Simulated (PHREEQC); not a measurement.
PHREEQC input (ion-association model, wateq4f.dat):

```
SOLUTION_SPECIES
  SO4-2 + 10H+ + 8e- = H2S + 4H2O  # shut off: sulfate is not reduced
    -log_k -100
    -delta_h 0
    -analytic -100
SOLUTION 1
  temp 30
  units mol/kgw
  pH 7 charge
  Cl 0.026
  Cd 0.013
  S(6) 0.0012
  Mn(2) 0.0012
SOLUTION 2
  temp 30
  units mol/kgw
  pH 7 charge
  S(6) 0.27
  Cl 0.00053
  Ca 0.0002
  K 0.00013
END
SELECTED_OUTPUT 1
  -reset false
  -pH true
  -pe true
  -ionic_strength true
  -water true
  -totals Ca Cd Cl K Mn S Mn(2) Mn(3) Mn(6) Mn(7)
    S(-2) S(6)
  -molalities H+ Ca+2 Cd+2 Cl- K+ Mn+2 SO4-2 CaSO4 KSO4- CaOH+
    HSO4- H2S HS- S-2 O2 OH- CaHSO4+ Mn+3 MnCl+ MnCl2
    MnCl3- MnOH+ Mn(OH)3- MnSO4 MnO4- MnO4-2 CdCl+ CdCl2 CdCl3- CdOH+
    Cd(OH)2 Cd(OH)3- Cd(OH)4-2 Cd2OH+3 CdOHCl CdSO4 CdHS+ Cd(HS)2 Cd(HS)3- Cd(HS)4-2
    Cd(SO4)2-2
  -equilibrium_phases Gypsum Portlandite Pyrochroite Cd(OH)2 CdOHCl
PRINT
  -reset false
MIX 1
  1 1
  2 0
EQUILIBRIUM_PHASES 1
  Gypsum 0 0
  Portlandite 0 0
  Pyrochroite 0 0
  Cd(OH)2 0 0
  CdOHCl 0 0
END
# ... the last block is repeated for the other 10 points of share of solution B
```

Selected output (columns that matter, 11 of 11 rows; share of solution B added in front):

```
share of solution B	pH	mu	Ca	Cd	Cl	K	Mn	S	m_H+	m_Ca+2	m_Cd+2	m_Cl-	m_K+	m_Mn+2
0	5.81	0.02881	0	0.013	0.026	0	0.0012	0.0012	1.7705e-06	0	0.006216	0.019199	0	0.0011055
0.1	1.4976	0.068726	2e-05	0.0117	0.023453	1.3e-05	0.00108	0.02808	0.037872	1.4143e-05	0.0051132	0.019163	1.2647e-05	0.00079974
0.2	1.2428	0.10191	4e-05	0.0104	0.020906	2.6e-05	0.00096	0.05496	0.069433	2.5715e-05	0.0046622	0.017747	2.5106e-05	0.00069049
0.3	1.0926	0.13268	6e-05	0.0091	0.018359	3.9e-05	0.00084	0.08184	0.099438	3.6236e-05	0.0042256	0.016009	3.7511e-05	0.00060128
0.4	0.98493	0.16211	8e-05	0.0078	0.015812	5.2e-05	0.00072	0.10872	0.12868	4.5983e-05	0.0037561	0.0141	4.9892e-05	0.00051669
0.5	0.90075	0.19067	0.0001	0.0065	0.013265	6.5e-05	0.0006	0.1356	0.15746	5.5092e-05	0.0032448	0.01207	6.2261e-05	0.00043288
0.6	0.8315	0.21858	0.00012	0.0052	0.010718	7.8e-05	0.00048	0.16248	0.18592	6.3651e-05	0.0026896	0.0099399	7.4623e-05	0.00034855
0.7	0.77261	0.24599	0.00014	0.0039	0.008171	9.1e-05	0.00036	0.18936	0.21414	7.1726e-05	0.0020895	0.0077199	8.6981e-05	0.00026323
0.8	0.72136	0.27299	0.00016	0.0026	0.005624	0.000104	0.00024	0.21624	0.24217	7.9369e-05	0.001443	0.0054129	9.9336e-05	0.00017672
0.9	0.67598	0.29963	0.00018	0.0013	0.003077	0.000117	0.00012	0.24312	0.27004	8.6622e-05	0.00074767	0.0030178	0.00011169	8.8976e-05
1	0.63525	0.32596	0.0002	0	0.00053	0.00013	0	0.27	0.29776	9.3518e-05	0	0.00053	0.00012404	0
```
